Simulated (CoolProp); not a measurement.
Properties of R143a along the isotherm 347.9 K (Tc = 345.9 K, pc = 37.62 bar, ω = 0.261).

Computed with CoolProp (reference Helmholtz-energy equation of state, Lemmon and Jacobsen 2000).

```tsv
p (bar)	phase	density (kg/m³)	Joule-Thomson coefficient (K/MPa)	expansivity (1/kK)	conductivity (mW/(m K))	Prandtl number
1.19	gas	3.498	11.37	2.993	19.8	0.678
1.85	gas	5.474	11.41	3.062	19.8	0.682
2.88	gas	8.611	11.47	3.173	19.9	0.688
4.49	gas	13.65	11.58	3.359	20.0	0.698
6.99	gas	21.84	(withheld)	3.681	20.1	0.714
10.9	gas	35.68	12.07	4.284	20.4	0.744
17	gas	(withheld)	12.68	5.601	(withheld)	(withheld)
26.4	gas	111.6	14.00	9.771	23.6	0.983
41.1	supercritical	587.3	5.958	58.39	52.6	5.27
64	supercritical	741.7	(withheld)	9.220	57.3	(withheld)
99.6	supercritical	814.1	0.6175	5.398	63.0	(withheld)
155	supercritical	876.2	0.2034	3.691	69.0	2.25
242	supercritical	936.5	-0.04878	(withheld)	75.7	2.23
376	supercritical	996.8	-0.2075	2.015	83.4	2.24
```

Question: Fill in the missing entries.

Answer: 
- 6.99, Joule-Thomson coefficient (K/MPa): 11.75
- 17, density (kg/m³): 60.48
- 17, conductivity (mW/(m K)): 21.2
- 17, Prandtl number: 0.807
- 64, Joule-Thomson coefficient (K/MPa): 1.441
- 64, Prandtl number: 2.58
- 99.6, Prandtl number: 2.34
- 242, expansivity (1/kK): 2.677

Viscosity comes from a separate model (Klein 1997), an estimate that may be off by 10 % or more. Thermal conductivity comes from a separate model (McLinden 2000), an estimate that may be off by 10 % or more.
